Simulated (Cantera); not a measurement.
Source: NASA polynomial tables (part measured, part estimated), evaluated in Cantera. Values are per mole of reaction as written; species without (g) are pure solids or liquids, kept so even where they would boil at 1 bar.

SO2(g) + Ca(g) → CaS + 2 O(g), with ΔH° = 144.2 kJ and ΔS° = -24.2 J/K at 300 K.

Question: How far is the shortcut ΔG° ≈ ΔH°(300 K) − T·ΔS°(300 K) from the full temperature-dependent value at 925, 1000, 1075, 1150, 1225, 1300, 1375, 1450, 1525 K?

Answer: 
| T (K) | shortcut (kJ) | full (kJ) | difference (kJ) | difference in log10 K |
|---|---|---|---|---|
| 925 | 166.6 | 155.5 | 11.1 | -0.63 |
| 1000 | 168.4 | 155.1 | 13.3 | -0.70 |
| 1075 | 170.2 | 154.6 | 15.6 | -0.76 |
| 1150 | 172.0 | 153.9 | 18.1 | -0.82 |
| 1225 | 173.8 | 153.2 | 20.6 | -0.88 |
| 1300 | 175.7 | 152.4 | 23.2 | -0.93 |
| 1375 | 177.5 | 151.5 | 25.9 | -0.98 |
| 1450 | 179.3 | 150.6 | 28.7 | -1.03 |
| 1525 | 181.1 | 149.5 | 31.6 | -1.08 |
The shortcut ignores the heat-capacity change of the reaction.
